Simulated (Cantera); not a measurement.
An isothermal, constant-pressure homogeneous reactor starts with 15.6 % CH₄, 62.5 % H₂O, 21.9 % H₂, at 1975 K and 143 Torr.

Computed with Cantera and GRI-Mech 3.0 (53 species, 325 reactions).

x: mole fraction; the columns are a selection and need not sum to one.

| t (s) | x CH₄ | x H₂O | x H₂ | x C₂H₆ | x CH₃ | x C₂H₂ | x CH₂O |
|---|---|---|---|---|---|---|---|
| 0.000100 | 0.145 | 0.621 | 0.225 | 0.000119 | 0.00635 | 0.000392 | 6.76e-5 |
| 0.000251 | 0.116 | 0.605 | 0.255 | 0.000188 | 0.00801 | 0.00834 | 0.000112 |
| 0.000631 | ___ | 0.573 | ___ | ___ | ___ | ___ | ___ |
| 0.00158 | 0.0332 | 0.539 | 0.366 | 2.02e-5 | 0.00274 | 0.0442 | 3.39e-5 |
| 0.00398 | ___ | 0.501 | ___ | ___ | ___ | 0.0443 | ___ |
| 0.0100 | 0.00916 | 0.449 | 0.451 | 1.72e-6 | 0.000831 | 0.0312 | 8.57e-6 |
| 0.0251 | 0.00574 | 0.391 | 0.497 | 5.94e-7 | 0.000487 | 0.0134 | 3.99e-6 |
| 0.0631 | 0.00181 | 0.351 | 0.529 | 5.38e-8 | 0.000146 | 0.00194 | 1.00e-6 |
| 0.158 | 2.76e-5 | 0.342 | 0.537 | 1.30e-11 | 2.28e-6 | 7.06e-6 | 1.91e-8 |
| 0.398 | 8.59e-11 | 0.342 | 0.537 | <1e-12 | 7.33e-12 | <1e-12 | 4.33e-9 |
| 1.00 | 8.15e-11 | 0.342 | 0.537 | <1e-12 | 6.95e-12 | <1e-12 | 4.33e-9 |

Question: Complete the blanks.

Answer: 
- 0.000631, x CH₄: 0.0698
- 0.000631, x H₂: 0.314
- 0.000631, x C₂H₆: 7.85e-5
- 0.000631, x CH₃: 0.00527
- 0.000631, x C₂H₂: 0.0299
- 0.000631, x CH₂O: 6.88e-5
- 0.00398, x CH₄: 0.0147
- 0.00398, x H₂: 0.408
- 0.00398, x C₂H₆: 4.59e-6
- 0.00398, x CH₃: 0.00134
- 0.00398, x CH₂O: 1.60e-5
